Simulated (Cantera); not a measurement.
Input (Python, Cantera) and output of one run.

```python
import numpy as np
import cantera as ct

gas_names = """
    C CO CO2 C2 C2O C3 C3O2 C4 C5 Mg MgO Mg2 O O2 O3
""".split()
cond_names = """
    C(gr) Mg(cr) Mg(L) MgCO3(s) MgO(s) MgO(L)
""".split()


# ... load() reads the species with a 1 bar reference pressure and builds the phases ...
atoms = {
    'MgO': {'Mg': 1, 'O': 1},
    'O2': {'O': 2},
    'CO2': {'C': 1, 'O': 2},
}
top_T = {'C(gr)': 4500}  # K; cautious upper limits of use, not melting points


# ... equilibrate(T, P, feed) seeds the gas with the atoms and calls Mixture.equilibrate('TP', solver="vcs", rtol=1e-11, max_steps=5000) ...
results = []
feed = {'MgO': 1, 'O2': 0.39, 'CO2': 0.12}  # mol
T = 1375  # K
P = 13332.2  # Pa
mix = equilibrate(T, P, feed)
results.append((T, P, feed, dict(zip(mix.species_names, mix.species_moles))))
print(gas.report(threshold=1e-05))
for i in range(1, mix.n_phases):
    print(f"{mix.phase(i).name:16s} {mix.phase_moles(i):12.5e} mol")
```

Output:

```
       temperature   1375 K
          pressure   13332 Pa
           density   0.040611 kg/m^3
  mean mol. weight   34.824 kg/kmol
   phase of matter   gas

                          1 kg             1 kmol
                     ---------------   ---------------
          enthalpy       -1.5002e+06       -5.2242e+07  J
   internal energy       -1.8285e+06       -6.3674e+07  J
           entropy            8148.2        2.8375e+05  J/K
    Gibbs function       -1.2704e+07        -4.424e+08  J
 heat capacity c_p            1181.4             41142  J/K
 heat capacity c_v            942.67             32828  J/K

                      mass frac. Y      mole frac. X     chem. pot. / RT
                     ---------------   ---------------   ---------------
               CO2           0.29735           0.23529           -67.653
                O2           0.70265            0.7647           -29.788
     [  +13 minor]        1.0756e-06        1.9908e-06

C(gr)             0.00000e+00 mol
Mg(L)             0.00000e+00 mol
MgO(s)            1.00000e+00 mol
```

Cantera equilibrium calculation (NASA polynomials, part measured and part estimated; ideal gas, pure solids and liquids).
